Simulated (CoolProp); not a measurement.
Vapour pressure (bar) of acetone: the reference equation beside estimates from Tc = 508.1 K, pc = 46.92 bar, ω = 0.307. Clausius-Clapeyron is anchored at 313.2 K with a constant enthalpy of vaporisation of 30.12 kJ/mol.

Model: reference Helmholtz-energy equation of state, Lemmon 2006, in CoolProp. It is a short technical equation, of lower accuracy than the large ones.

```
T (K)  reference  Lee-Kesler  Clausius-Clapeyron  van der Waals  Redlich-Kwong  Soave-Redlich-Kwong  Peng-Robinson
-----  ---------  ----------  ------------------  -------------  -------------  -------------------  -------------
313.2     0.5669      0.5464              0.5669          4.755          1.269               0.5499         0.5604
317.2     0.6596      0.6385              0.6559          5.106          1.440               0.6419         0.6523
321.2     0.7640      0.7426              0.7562          5.475          1.629               0.7458         0.7560
325.2     0.8812      0.8600              0.8687          5.860          1.835               0.8628         0.8725
329.1      1.009      0.9881              0.9914          6.253          2.055               0.9906         0.9995
333.1      1.155       1.135               1.131          6.675          2.300                1.137          1.145
337.1      1.317       1.298               1.287          7.114          2.566                1.300          1.306
341.1      1.496       1.480               1.460          7.573          2.853                1.480          1.485
345.1      1.694       1.681               1.652          8.050          3.164                1.680          1.683
349        1.907       1.896               1.857          8.534          3.490                1.895          1.895
```

Absolute difference from the reference over all 10 rows, mean and median: Lee-Kesler 2.0 and 1.9 %, Clausius-Clapeyron 1.7 and 1.9 %, van der Waals 516.1 and 498.8 %, Redlich-Kwong 102.2 and 101.4 %, Soave-Redlich-Kwong 1.7 and 1.7 %, Peng-Robinson 0.9 and 0.9 %.
